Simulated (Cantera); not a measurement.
What does this Cantera script print?

```python
import numpy as np
import cantera as ct

gas_names = """
    H HNO HNO2 HNO3 HO2 H2 H2O H2O2 N NH NH2 NH3 NH2OH NO NO2 NO3 N2 N2H2 N2H4 N2O O OH O2 O3 Ti TiO
    TiO2
""".split()
cond_names = """
    H2O(s) H2O(L) Ti(a) Ti(b) Ti(L) TiN(s) TiN(L) TiO(a) TiO(b) TiO(L) TiO2(ru) TiO2(L) Ti2O3(a)
    Ti2O3(b) Ti2O3(L) Ti3O5(a) Ti3O5(b) Ti3O5(L) Ti4O7(s) Ti4O7(L)
""".split()


# ... load() reads the species with a 1 bar reference pressure and builds the phases ...
atoms = {
    'TiO2': {'Ti': 1, 'O': 2},
    'H2': {'H': 2},
    'N2': {'N': 2},
}
top_T = {}  # K; cautious upper limits of use, not melting points


# ... equilibrate(T, P, feed) seeds the gas with the atoms and calls Mixture.equilibrate('TP', solver="vcs", rtol=1e-11, max_steps=5000) ...
results = []
feed = {'TiO2': 1, 'H2': 360, 'N2': 5.2}  # mol
P = 1333.22  # Pa
for T in [1173, 1198, 1223, 1248, 1273, 1298, 1323, 1348]:
    mix = equilibrate(T, P, feed)
    results.append((T, P, feed, dict(zip(mix.species_names, mix.species_moles))))
    x = sorted(zip(gas.X, gas.species_names), reverse=True)
    print(f"T = {T:g} K  P = {P:g} Pa  gas = {mix.phase_moles(0):.4g} mol")
    print("   x: " + "  ".join(f"{s} {v:.3e}" for v, s in x if v > 0.001))
    print("   condensed (mol): " + ("  ".join(f"{mix.phase(i).name} {mix.phase_moles(i):.4g}"
          for i in range(1, mix.n_phases) if mix.phase_moles(i) > 1e-12) or "none"))
```

It prints:

```
T = 1173 K  P = 1333.22 Pa  gas = 365.2 mol
   x: H2 9.851e-01  N2 1.424e-02
   condensed (mol): Ti4O7(s) 0.25
T = 1198 K  P = 1333.22 Pa  gas = 365.2 mol
   x: H2 9.851e-01  N2 1.424e-02
   condensed (mol): Ti4O7(s) 0.25
T = 1223 K  P = 1333.22 Pa  gas = 365.2 mol
   x: H2 9.851e-01  N2 1.424e-02
   condensed (mol): Ti4O7(s) 0.25
T = 1248 K  P = 1333.22 Pa  gas = 365.2 mol
   x: H2 9.851e-01  N2 1.424e-02
   condensed (mol): Ti4O7(s) 0.25
T = 1273 K  P = 1333.22 Pa  gas = 365.2 mol
   x: H2 9.851e-01  N2 1.424e-02
   condensed (mol): Ti4O7(s) 0.25
T = 1298 K  P = 1333.22 Pa  gas = 365.2 mol
   x: H2 9.851e-01  N2 1.424e-02
   condensed (mol): Ti4O7(s) 0.25
T = 1323 K  P = 1333.22 Pa  gas = 365.2 mol
   x: H2 9.850e-01  N2 1.424e-02
   condensed (mol): Ti3O5(b) 0.1084  Ti4O7(s) 0.1687
T = 1348 K  P = 1333.22 Pa  gas = 365.2 mol
   x: H2 9.848e-01  N2 1.424e-02
   condensed (mol): Ti3O5(b) 0.3333
```

Cantera equilibrium calculation (NASA polynomials, part measured and part estimated; ideal gas, pure solids and liquids). Mutual solubility and eutectic melting of coexisting phases are not modelled. Condensed phases not in the tables: Magnéli phases beyond Ti4O7.
